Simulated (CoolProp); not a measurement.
A simple Rankine cycle with n-hexane: condensing at 288.15 K, boiler at 2.06 MPa, turbine inlet 521.6 K, turbine efficiency 0.9, pump efficiency 0.7, no recuperator. Each further row changes one setting.

Values from CoolProp's reference Helmholtz-energy equation of state, Thol 2019.

```json
[
 {"case": "as stated", "thermal efficiency (%)": "22.9", "net work (kJ/kg)": "188", "heat in (kJ/kg)": "820", "turbine exit temperature (K)": "422.9", "volume ratio over the turbine": "175"},
 {"case": "turbine inlet 541.6 K", "thermal efficiency (%)": "22.6", "net work (kJ/kg)": "198", "heat in (kJ/kg)": "879", "turbine exit temperature (K)": "444.3", "volume ratio over the turbine": "168"},
 {"case": "condensing temperature 280.15 K", "thermal efficiency (%)": "24.0", "net work (kJ/kg)": "201", "heat in (kJ/kg)": "838", "turbine exit temperature (K)": "416.6", "volume ratio over the turbine": "255"},
 {"case": "boiler pressure 1.44 MPa", "thermal efficiency (%)": "21.7", "net work (kJ/kg)": "182", "heat in (kJ/kg)": "839", "turbine exit temperature (K)": "433.8", "volume ratio over the turbine": "112"},
 {"case": "turbine efficiency 0.8", "thermal efficiency (%)": "20.3", "net work (kJ/kg)": "166", "heat in (kJ/kg)": "820", "turbine exit temperature (K)": "432.4", "volume ratio over the turbine": "179"}
]
```
